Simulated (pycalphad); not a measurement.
Computed with pycalphad from the COST 507 light-alloy database (1999), at 1 atm. The database dates from 1999; later assessments differ in places, in temperatures and in the compounds included. Kinetics are ignored, which matters at the lower temperatures.

Molar enthalpy of Ti-3.64Si (at.%) in equilibrium (SER reference):

| T (°C) | H (kJ/mol) | phases |
|---|---|---|
| 2327 | 93.60 | liquid |
| 2177 | 86.76 | liquid |
| 2027 | 79.92 | liquid |
| 1877 | 73.08 | liquid |
| 1727 | 66.24 | liquid |
| 1652 | 62.82 | liquid |
| 1577 | 54.90 | liquid + bcc |
| 1427 | 42.35 | bcc + liquid |
| 1352 | 37.99 | bcc |
| 1277 | 35.53 | bcc |
| 1127 | 30.63 | bcc + SITI3 |
| 977 | 25.53 | bcc + SITI3 |
| 827 | 16.56 | hcp + SITI3 |
| 677 | 11.63 | hcp + SITI3 |
| 527 | 6.91 | hcp + SITI3 |
| 377 | 2.39 | hcp + SITI3 |
| 227 | -1.91 | hcp + SITI3 |

Cooling from 1652 °C to 1352 °C, across the freezing range, releases 24.8 kJ/mol, or 527 J/g. The slope is 46 J/(mol K) in the liquid and 33 J/(mol K) just below the solidus, where it includes any heat of precipitation. Liquidus 1604 °C, solidus 1377 °C. Changes were sought between steps of 75 K, so a narrower field can be missed.

Database names, with the compositions (at.%) that they take in these runs: SITI3: Ti 75 Si 25.
